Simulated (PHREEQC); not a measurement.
# Alkaline etch or developer: an equilibrium model

Dissolve 7.2 mmol/kgw KOH and 4.1 mmol/kgw K2SiO3 at 25 °C. Closed to the air; pH follows from the charge balance.

Model: ion-association model, phreeqc.dat, run in PHREEQC.

| Item | Result |
|---|---|
| pH | 11.98 |
| ionic strength | 0.0158 mol/kgw |
| total alkalinity | 15.4 meq/kg |

```tsv
species	molality	activity	log γ
K+	0.0154	0.0135	-0.056
OH-	0.0110	0.00965	-0.056
H3SiO4-	0.00373	0.00329	-0.055
H2SiO4-2	0.000345	0.000213	-0.209
H4SiO4	2.33e-5	2.34e-5	0.002
```

No solid was allowed to form.
